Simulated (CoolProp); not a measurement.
Vapour-liquid equilibrium of CH2F2 (R32) (1) + R1234yf (2) at 0.00261 MPa; x and y are mole fractions of (1).

The numbers come from the multi-fluid Helmholtz-energy mixture model, Tillner-Roth 1997 and Lemmon 2022; pair parameters Bell 2023 in CoolProp.

```json
[
 {"x": "0.05", "bubble temperature (K)": "180.9", "y at the bubble point": "0.279", "dew temperature at overall composition x (K)": "183.5", "liquid density (mol/L)": "12.82"},
 {"x": "0.125", "bubble temperature (K)": "177.4", "y at the bubble point": "0.512", "dew temperature at overall composition x (K)": "182.7", "liquid density (mol/L)": "13.41"},
 {"x": "0.2", "bubble temperature (K)": "175.1", "y at the bubble point": "0.640", "dew temperature at overall composition x (K)": "181.9", "liquid density (mol/L)": "14.02"},
 {"x": "0.275", "bubble temperature (K)": "173.4", "y at the bubble point": "0.716", "dew temperature at overall composition x (K)": "180.9", "liquid density (mol/L)": "14.67"},
 {"x": "0.35", "bubble temperature (K)": "172.2", "y at the bubble point": "0.766", "dew temperature at overall composition x (K)": "179.9", "liquid density (mol/L)": "15.38"},
 {"x": "0.425", "bubble temperature (K)": "171.4", "y at the bubble point": "0.799", "dew temperature at overall composition x (K)": "178.8", "liquid density (mol/L)": "16.14"},
 {"x": "0.5", "bubble temperature (K)": "170.8", "y at the bubble point": "0.823", "dew temperature at overall composition x (K)": "177.6", "liquid density (mol/L)": "16.99"},
 {"x": "0.575", "bubble temperature (K)": "170.4", "y at the bubble point": "0.842", "dew temperature at overall composition x (K)": "176.3", "liquid density (mol/L)": "17.92"},
 {"x": "0.65", "bubble temperature (K)": "170.1", "y at the bubble point": "0.859", "dew temperature at overall composition x (K)": "174.8", "liquid density (mol/L)": "18.97"},
 {"x": "0.725", "bubble temperature (K)": "169.8", "y at the bubble point": "0.876", "dew temperature at overall composition x (K)": "173.2", "liquid density (mol/L)": "20.13"},
 {"x": "0.8", "bubble temperature (K)": "169.5", "y at the bubble point": "0.895", "dew temperature at overall composition x (K)": "171.4", "liquid density (mol/L)": "21.45"},
 {"x": "0.875", "bubble temperature (K)": "169.3", "y at the bubble point": "0.922", "dew temperature at overall composition x (K)": "169.8", "liquid density (mol/L)": "22.95"},
 {"x": "0.95", "bubble temperature (K)": "169.1", "y at the bubble point": "0.961", "dew temperature at overall composition x (K)": "169.2", "liquid density (mol/L)": "24.66"}
]
```

No azeotrope shows between x = 0.05 and 0.95.

The pair parameters rest on a limited set of measurements; away from them the model extrapolates.
